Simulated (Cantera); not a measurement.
**HMDSO + O3 + N2 (silicon oxide and oxynitride deposition)**

Charge: 1 mol HMDSO, 0.27 mol O3, 4.7 mol N2, at 2025 K and 0.000520 bar.

Method: chemical equilibrium by Gibbs-energy minimisation in Cantera with the NASA 1993 tables (ideal gas, pure condensed phases). Candidate condensed phases: C, C6H6, C7H8, C8H18, H2O, Si, SiC, SiO2, Si2N2O, Si3N4; 151 gas species. The feed counts by its element totals alone. The tables' values for SiN are old estimates; treat these amounts as uncertain. Rates play no part.

| Property | Value |
|---|---|
| x(H2) | 0.524 |
| x(N2) | 0.288 |
| x(CO) | 0.111 |
| x(H) | 0.0611 |
| x(Si) | 0.00673 |
| x(HCN) | 0.00631 |
| x(SiO) | 0.00110 |
| x(C2H2 (acetylene)) | 0.000474 |
| x(HNC) | 0.000375 |
| n(C(graphite)) | 2.21 mol |
| n(SiC(s)) | 1.86 mol |
| gas amount | 16.12 mol |
| log10 activity of Si(l) (absent) | -1.22 |
